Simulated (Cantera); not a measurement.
Gas mixture: 100 % CO₂, at 0.987 atm, frozen composition.

Cantera's kinetic-theory transport with the Lennard-Jones parameters of GRI-Mech 3.0, ideal gas; thermal conductivity in the mixture-averaged form.

One state of this run: ρ (kg/m³) = 0.221; cp (J/kg/K) = 1391; μ (µPa s) = 74.1; λ (mW/m/K) = 142; Pr = 0.724; D (cm²/s) H₂ = 22.3; D (cm²/s) C₂H₂ = 4.82; D (cm²/s) N₂ = 5.68. D: mixture-averaged diffusion coefficient of that species in the mixture.

Which value of T (K) does it belong to?
(A) 2150
(B) 1150
(C) 650
(D) 2400

D, 2400
